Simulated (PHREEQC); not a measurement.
## Copper plating or etch bath

Dissolve 51 mmol/kgw CuCl2, 24 mmol/kgw HBF4 and 89 mmol/kgw H2SO4 at 25 °C. Closed to the air; pH follows from the charge balance.

Equilibrium calculation in PHREEQC: ion-association model, wateq4f.dat.

Precipitation was switched off in this run.

Predict the pH, ionic strength, activity of water.

pH 0.97; ionic strength 0.271 mol/kgw; activity of water 0.993.

In which forms is Cu present?

Cu+2 75 %, CuSO4 19 %, CuCl+ 5.9 % of the Cu.

Real BF4- forms and hydrolyses slowly; the run takes it at equilibrium.
